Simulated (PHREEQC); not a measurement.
A solution holds 0.016 mol CuSO4, 0.0088 mol H2SO4 and 3.1e-05 mol H3BO3 per kg of water, at 20 °C. Closed to the air; pH follows from the charge balance.

Equilibrium calculation in PHREEQC: ion-association model, phreeqc.dat.

Each row changes one thing in this solution. Precipitation was switched off in this run.

```
case                                      pH  ionic strength (mol/kgw)  SO4-2 (mol/kgw)  HSO4- (mol/kgw)
--------------------------------------  ----  ------------------------  ---------------  ---------------
as made                                 2.01                    0.0557           0.0131          0.00613
H3BO3 from 3.1e-05 to 0.000155 mol/kgw  2.01                    0.0557           0.0131          0.00613
H2SO4 from 0.0088 to 0.0176 mol/kgw     1.73                    0.0682           0.0150           0.0129
H3BO3 from 3.1e-05 to 2.79e-05 mol/kgw  2.01                    0.0557           0.0131          0.00613
CuSO4 left out                          1.91                    0.0190          0.00508          0.00372
temperature from 20 to 70 °C            2.19                    0.0492          0.00954          0.00995
H3BO3 from 3.1e-05 to 1.55e-05 mol/kgw  2.01                    0.0557           0.0131          0.00613
diluted 100-fold with water             3.78                  0.000875         0.000239          3.17e-6
```

Constants without temperature data keep their 25 °C values here.
